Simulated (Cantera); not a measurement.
An isothermal, constant-pressure homogeneous reactor starts with C₃H₈ : H₂ = 1 : 19 (molar parts), at 1175 K and 97.5 Torr.

Cantera simulation using GRI-Mech 3.0 (53 species, 325 reactions); the numbers are that mechanism's predictions, not measurements. GRI-Mech 3.0 was tuned for natural gas; its chemistry of propane as a main component is partial and can be far from experiment. GRI-Mech 3.0 stops at C3 and has no aromatics, soot or wall deposition, so with more carbon than oxygen in the feed, carbon stays in small species such as C2H2 where larger ones or solid carbon would form.

Predict: x(C₃H₈) at 100 s; x(H₂) at 100 s; x(C₂H₂) at 100 s; x(C₂H₆) at 100 s.


```json
{
 "x(C₃H₈) at 100 s": "3.09e-7 (gas-phase equilibrium 6.03e-9)",
 "x(H₂) at 100 s": "0.873 (gas-phase equilibrium 0.851)",
 "x(C₂H₂) at 100 s": "0.00637 (gas-phase equilibrium 0.000372)",
 "x(C₂H₆) at 100 s": "0.000280 (gas-phase equilibrium 1.68e-5)"
}
```
